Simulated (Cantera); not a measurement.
**Silicon nitride deposition: SiCl₄ + N₂**

Feed: 1 mol SiCl₄, 94 mol N₂, at 7.20 Pa.

Method: chemical equilibrium by Gibbs-energy minimisation in Cantera with the NASA 1993 tables (ideal gas, pure condensed phases). Candidate condensed phases: Si, Si₃N₄; 13 gas species. The tables' values for SiCl₃, SiCl are old estimates; treat these amounts as uncertain. The numbers say what is thermodynamically allowed, not how fast it happens.

From 552 °C to 1452 °C nothing is condensed. The main Si-bearing gas is SiCl₄ at 552 °C and SiCl₂ at 1452 °C.

```json
[
 {"T (°C)": "552", "log p N₂": "-4.15", "log p Cl": "-11.54", "log p SiCl₄": "-6.12", "log p SiCl₂": "-14.99", "log p SiCl₃": "-11.53", "log p SiCl": "<-16", "log p Si": "<-16", "log p Cl₂": "-13.51"},
 {"T (°C)": "652", "log p N₂": "-4.15", "log p Cl": "-10.19", "log p SiCl₄": "-6.12", "log p SiCl₂": "-12.65", "log p SiCl₃": "-10.19", "log p SiCl": "<-16", "log p Si": "<-16", "log p Cl₂": "-12.50"},
 {"T (°C)": "752", "log p N₂": "-4.15", "log p Cl": "-9.10", "log p SiCl₄": "-6.12", "log p SiCl₂": "-10.78", "log p SiCl₃": "-9.11", "log p SiCl": "<-16", "log p Si": "<-16", "log p Cl₂": "-11.69"},
 {"T (°C)": "852", "log p N₂": "-4.15", "log p Cl": "-8.18", "log p SiCl₄": "-6.12", "log p SiCl₂": "-9.29", "log p SiCl₃": "-8.25", "log p SiCl": "<-16", "log p Si": "<-16", "log p Cl₂": "-10.98"},
 {"T (°C)": "952", "log p N₂": "-4.15", "log p Cl": "-7.38", "log p SiCl₄": "-6.14", "log p SiCl₂": "-8.11", "log p SiCl₃": "-7.58", "log p SiCl": "-15.05", "log p Si": "<-16", "log p Cl₂": "-10.33"},
 {"T (°C)": "1052", "log p N₂": "-4.15", "log p Cl": "-6.69", "log p SiCl₄": "-6.21", "log p SiCl₂": "-7.21", "log p SiCl₃": "-7.08", "log p SiCl": "-13.26", "log p Si": "-16.03", "log p Cl₂": "-9.75"},
 {"T (°C)": "1152", "log p N₂": "-4.15", "log p Cl": "-6.14", "log p SiCl₄": "-6.50", "log p SiCl₂": "-6.55", "log p SiCl₃": "-6.82", "log p SiCl": "-11.77", "log p Si": "-14.04", "log p Cl₂": "-9.36"},
 {"T (°C)": "1252", "log p N₂": "-4.16", "log p Cl": "-5.88", "log p SiCl₄": "-7.40", "log p SiCl₂": "-6.21", "log p SiCl₃": "-7.04", "log p SiCl": "-10.52", "log p Si": "-12.13", "log p Cl₂": "-9.44"},
 {"T (°C)": "1352", "log p N₂": "-4.16", "log p Cl": "-5.84", "log p SiCl₄": "-8.79", "log p SiCl₂": "-6.14", "log p SiCl₃": "-7.65", "log p SiCl": "-9.46", "log p Si": "-10.32", "log p Cl₂": "-9.88"},
 {"T (°C)": "1452", "log p N₂": "-4.16", "log p Cl": "-5.83", "log p SiCl₄": "-10.13", "log p SiCl₂": "-6.14", "log p SiCl₃": "-8.27", "log p SiCl": "-8.54", "log p Si": "-8.69", "log p Cl₂": "-10.34"}
]
```
log p: log10 of the partial pressure in bar; nothing condenses.
